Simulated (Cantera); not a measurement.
A closed system holds: 1 mol B, 4.5 mol O2, 3.3 mol N2, equilibrated at 1800 K and 0.750 Torr.

Cantera equilibrium calculation (NASA polynomials, part measured and part estimated; ideal gas, pure solids and liquids). Candidate condensed phases: B, BN, B2O3; 17 gas species. The numbers say what is thermodynamically allowed, not how fast it happens.

Base state: O2 0.486, N2 0.432, B2O3 0.0577, BO2 0.0163, NO 0.00468, O 0.00268, BO 2.27e-5 (mole fractions); condensed: gas only.

Problem. What changes in the equilibrium state with this change: temperature from 1800 K to 1025 K?

Solution. 
```json
[
 {"species": "O2", "before": "0.486", "after": "0.532"},
 {"species": "N2", "before": "0.432", "after": "0.468"},
 {"species": "NO", "before": "0.00468", "after": "5.02e-5"},
 {"species": "B2O3", "before": "0.0577", "after": "1.08e-8"},
 {"species": "BO2", "before": "0.0163", "after": "7.61e-9"},
 {"species": "O", "before": "0.00268", "after": "7.61e-9"},
 {"species": "BO", "before": "2.27e-5", "after": "<1e-9"},
 {"species": "B2O3(l), mol", "before": "0", "after": "0.500"}
]
```

Problem. What changes in the equilibrium state with this change: temperature from 1800 K to 2150 K?

Solution. 
```csv
species,before,after
O2,0.486,0.439
N2,0.432,0.416
BO2,0.0163,0.0547
O,0.00268,0.0410
NO,0.00468,0.0118
B2O3,0.0577,0.0358
BO,2.27e-5,0.00159
```
